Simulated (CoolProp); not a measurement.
Vapour pressure (kPa) of chlorine: the reference equation beside estimates from Tc = 143.7 °C, pc = 7642 kPa, ω = 0.070. Clausius-Clapeyron is anchored at 16.05 °C with a constant enthalpy of vaporisation of 18.06 kJ/mol.

Values from CoolProp's reference Helmholtz-energy equation of state, Thol 2021.

```json
[
 {"T (°C)": "-56.45", "reference": "33.47", "Lee-Kesler": "35.16", "Clausius-Clapeyron": "48.89", "van der Waals": "275.1"},
 {"T (°C)": "-41.95", "reference": "70.27", "Lee-Kesler": "72.63", "Clausius-Clapeyron": "91.69", "van der Waals": "415.1"},
 {"T (°C)": "-27.45", "reference": "133.8", "Lee-Kesler": "136.7", "Clausius-Clapeyron": "159.6", "van der Waals": "598.5"},
 {"T (°C)": "-12.95", "reference": "235.2", "Lee-Kesler": "238.3", "Clausius-Clapeyron": "261.3", "van der Waals": "830.9"},
 {"T (°C)": "1.55", "reference": "387.2", "Lee-Kesler": "389.7", "Clausius-Clapeyron": "406.0", "van der Waals": "1117"},
 {"T (°C)": "16.05", "reference": "603.7", "Lee-Kesler": "604.2", "Clausius-Clapeyron": "603.7", "van der Waals": "1463"},
 {"T (°C)": "30.55", "reference": "899.1", "Lee-Kesler": "895.6", "Clausius-Clapeyron": "864.1", "van der Waals": "1873"},
 {"T (°C)": "45.05", "reference": "1289", "Lee-Kesler": "1278", "Clausius-Clapeyron": "1197", "van der Waals": "2349"},
 {"T (°C)": "59.55", "reference": "1787", "Lee-Kesler": "1766", "Clausius-Clapeyron": "1612", "van der Waals": "2898"},
 {"T (°C)": "74.05", "reference": "2409", "Lee-Kesler": "2375", "Clausius-Clapeyron": "2117", "van der Waals": "3521"},
 {"T (°C)": "88.55", "reference": "3169", "Lee-Kesler": "3122", "Clausius-Clapeyron": "2721", "van der Waals": "4221"}
]
```

Absolute difference from the reference over all 11 rows, mean and median: Lee-Kesler 1.6 and 1.3 %, Clausius-Clapeyron 14.4 and 11.1 %, van der Waals 225.1 and 142.3 %.
